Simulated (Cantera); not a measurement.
What does this Cantera script print?

```python
import numpy as np
import cantera as ct

gas_names = """
    H HNO HNO2 HNO3 HO2 H2 H2O H2O2 N NH NH2 NH3 NH2OH NO NO2 NO3 N2 N2H2 N2H4 N2O O OH O2 O3 Si SiH
    SiH2 SiH3 SiH4 SiN SiO SiO2 Si2 Si2N Si3
""".split()
cond_names = """
    H2O(s) H2O(L) Si(cr) Si(L) SiO2(Lqz) SiO2(hqz) SiO2(L) Si2N2O(s) Si3N4(a)
""".split()


# ... load() reads the species with a 1 bar reference pressure and builds the phases ...
atoms = {
    'Si': {'Si': 1},
    'H2O': {'H': 2, 'O': 1},
    'N2': {'N': 2},
    'O2': {'O': 2},
}
top_T = {'Si2N2O(s)': 2100, 'Si3N4(a)': 2400}  # K; cautious upper limits of use, not melting points


# ... equilibrate(T, P, feed) seeds the gas with the atoms and calls Mixture.equilibrate('TP', solver="vcs", rtol=1e-11, max_steps=5000) ...
results = []
feed = {'Si': 1, 'H2O': 0.14, 'N2': 4.9, 'O2': 0.01}  # mol
P = 0.89  # Pa
for T in [1323, 1373, 1423, 1473, 1523, 1573, 1623]:
    mix = equilibrate(T, P, feed)
    results.append((T, P, feed, dict(zip(mix.species_names, mix.species_moles))))

top = {s: max(r[3][s] / sum(r[3][g] for g in gas_names) for r in results) for s in gas_names}
cols = sorted((s for s in top if top[s] > 1e-06), key=lambda s: -top[s])[:7]
seen = [c for c in cond_names if any(r[3].get(c, 0) > 1e-12 for r in results)]
print("log10 of partial pressures in bar; condensed amounts in mol")
print(f"{'T/K':>10s}" + "".join(f"{s[:9]:>10s}" for s in cols + seen))
for T, P, feed, n in results:
    ng = sum(n[g] for g in gas_names)
    print(f"{T:10.4g}" + "".join(f"{np.log10(max(n[s] / ng * P / 1e5, 1e-99)):10.3f}" for s in cols)
          + "".join(f"{n.get(c, 0):10.4g}" for c in seen))
```

It prints:

```
log10 of partial pressures in bar; condensed amounts in mol
       T/K        N2        H2       SiO        Si         H      Si2N       Si2    Si(cr) Si2N2O(s)  Si3N4(a)
      1323    -5.065    -6.551    -8.514   -10.705    -9.075   -13.340   -14.876         0    0.1585    0.2272
      1373    -5.066    -6.553    -7.679    -9.709    -8.754   -12.071   -13.332         0    0.1496    0.2301
      1423    -5.070    -6.609    -6.870    -8.816    -8.482   -10.958   -11.961    0.7555   0.08361         0
      1473    -5.077    -6.627    -6.563    -8.262    -8.211   -10.478   -11.240    0.8367         0         0
      1523    -5.078    -6.632    -6.564    -7.744    -7.952   -10.028   -10.567    0.8292         0         0
      1573    -5.080    -6.642    -6.566    -7.260    -7.712    -9.607    -9.938     0.807         0         0
      1623    -5.085    -6.660    -6.571    -6.806    -7.490    -9.215    -9.348     0.745         0         0
```

Method: chemical equilibrium by Gibbs-energy minimisation in Cantera with the NASA 1993 tables (ideal gas, pure condensed phases). N2 is the only nitrogen source here; it is nearly inert below about 1500 K, so the nitride shown seldom forms there in practice. Mutual solubility and eutectic melting of coexisting phases are not modelled. The tables' values for SiN are old estimates; treat these amounts as uncertain.
